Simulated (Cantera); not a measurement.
What does this Cantera script print?

```python
import numpy as np
import cantera as ct

gas = ct.Solution("h2o2.yaml")
gas.TPX = 925, 400, {'H2': 0.15, 'O2': 1}
reactor = ct.IdealGasConstPressureReactor(gas, energy="off", clone=False)
net = ct.ReactorNet([reactor])
net.rtol, net.atol = 1e-08, 1e-18
show = ['H2', 'O2', 'OH', 'O', 'H2O2', 'H', 'HO2']
times = np.geomspace(0.0008, 40, 15)

steps = ct.SolutionArray(gas, extra=["t"])
rows = []
print(f"{'t/s':>10s}{'T/K':>9s}{'P/Pa':>11s}" + "".join(f"{s:>11s}" for s in show))
for t in times:
    while net.time < t:
        t_next = net.step()
        steps.append(gas.state, t=t_next)
    rows.append([np.interp(t, steps.t, y) for y in (steps.T, steps.P, *steps(*show).X.T)])
    print(f"{t:10.3e}{rows[-1][0]:9.1f}{rows[-1][1]:11.4g}" + "".join(f"{x:11.3e}" for x in rows[-1][2:]))
rate = np.gradient(steps.T, steps.t)
print("integrator steps:", len(steps.t))
if steps.T.max() > steps.T[0] + 200:
    print(f"time of steepest temperature rise: {steps.t[rate.argmax()]:.4e} s")
gas.TPX = 925, 400, {'H2': 0.15, 'O2': 1}
gas.equilibrate("TP")
print(f"equilibrium (TP): T = {gas.T:.1f} K  " + "  ".join(f"{s} {gas[s].X[0]:.3e}" for s in show))
```

Output:

```
       t/s      T/K       P/Pa         H2         O2         OH          O       H2O2          H        HO2
 8.000e-04    925.0        400  1.304e-01  8.696e-01  4.816e-12  1.017e-11  1.717e-15  2.876e-11  2.881e-11
 1.733e-03    925.0        400  1.304e-01  8.696e-01  1.863e-11  4.863e-11  8.089e-15  9.168e-11  6.284e-11
 3.753e-03    925.0        400  1.304e-01  8.696e-01  1.481e-10  4.204e-10  3.865e-14  6.739e-10  1.421e-10
 8.129e-03    925.0        400  1.304e-01  8.696e-01  8.590e-09  2.467e-08  2.526e-13  3.862e-08  7.657e-10
 1.761e-02    925.0        400  1.299e-01  8.693e-01  5.184e-05  1.487e-04  4.874e-10  2.345e-04  1.573e-06
 3.813e-02    925.0        400  6.169e-03  8.163e-01  2.695e-03  2.760e-02  5.159e-08  4.478e-02  4.478e-06
 8.259e-02    925.0        400  2.531e-03  8.395e-01  1.743e-03  1.532e-02  5.749e-08  1.547e-02  4.719e-06
 1.789e-01    925.0        400  6.920e-04  8.554e-01  8.243e-04  4.269e-03  6.924e-08  1.996e-03  3.989e-06
 3.875e-01    925.0        400  1.219e-04  8.596e-01  3.110e-04  7.446e-04  6.453e-08  1.305e-04  2.259e-06
 8.392e-01    925.0        400  2.043e-05  8.603e-01  1.253e-04  1.259e-04  4.523e-08  8.883e-06  8.744e-07
 1.818e+00    925.0        400  3.849e-06  8.604e-01  5.687e-05  2.565e-05  2.601e-08  8.197e-07  2.759e-07
 3.937e+00    925.0        400  8.654e-07  8.604e-01  2.877e-05  6.500e-06  1.412e-08  1.049e-07  8.609e-08
 8.527e+00    925.0        400  2.354e-07  8.605e-01  1.591e-05  1.984e-06  7.734e-09  1.769e-08  2.915e-08
 1.847e+01    925.0        400  7.547e-08  8.605e-01  9.396e-06  6.925e-07  4.328e-09  3.643e-09  1.081e-08
 4.000e+01    925.0        400  2.723e-08  8.605e-01  5.798e-06  2.643e-07  2.449e-09  8.575e-10  4.308e-09
integrator steps: 2031
equilibrium (TP): T = 925.0 K  H2 1.870e-11  O2 8.605e-01  OH 1.581e-07  O 1.978e-10  H2O2 8.175e-12  H 1.792e-14  HO2 2.178e-10
```

Model: the H2/O2 subset of GRI-Mech 3.0, which has no nitrogen chemistry, integrated in Cantera. Radical loss at walls, strong at low pressure, is not modelled. Below about 950 K walls govern HO2 and H2O2 in real vessels. The temperature is held fixed by assumption; the heat of reaction is taken as removed at once.
